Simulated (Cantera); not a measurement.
A closed system holds: 1 mol CuO, 0.57 mol F₂, equilibrated at 750 K and 0.000320 bar.

Method: chemical equilibrium by Gibbs-energy minimisation in Cantera with the NASA 1993 tables (ideal gas, pure condensed phases). Candidate condensed phases: Cu, CuF₂, CuO, Cu₂O; 13 gas species. Rates play no part.

What is the equilibrium state?


```
Property                               Value
--------------------------------  ----------
x(O₂)                                  1.000
x(CuF₂)                              1.24e-6
n(CuF₂(s))                         0.570 mol
n(CuO(s))                          0.430 mol
gas amount                        0.2850 mol
log10 activity of Cu(s) (absent)       -4.36
```
